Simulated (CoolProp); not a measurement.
n-perfluoropentane along the isotherm 347.7 K: density (kg/m³) from the reference equation and from simpler models built on Tc = 421.0 K, pc = 2.063 MPa, ω = 0.436; each cubic takes its own stable root.

The numbers come from the reference Helmholtz-energy equation of state, Gao 2022 in CoolProp.

```
p (MPa)   phase   reference  van der Waals  Redlich-Kwong
-------  ------  ----------  -------------  -------------
0.769    liquid        1425          97.82           1191
1.54     liquid        1434     (withheld)           1219
2.31     liquid        1443          899.7           1244
3.08     liquid        1451          920.4           1265
3.85     liquid        1459     (withheld)           1284
4.62     liquid        1466          952.6           1301
5.38     liquid  (withheld)          965.6           1317
6.15     liquid        1479          977.4           1331
6.92     liquid        1485          988.1           1345
7.69     liquid        1492          997.8           1357
8.46     liquid        1497           1007           1369
9.23     liquid        1503           1015     (withheld)
10       liquid        1508           1023     (withheld)
```

Q: Some entries are withheld; supply them.

A: 
- 1.54, van der Waals: 873.9
- 3.85, van der Waals: 937.7
- 5.38, reference: 1473
- 9.23, Redlich-Kwong: 1380
- 10, Redlich-Kwong: 1391

At some of these states van der Waals gives the other phase, because its saturation line lies elsewhere.
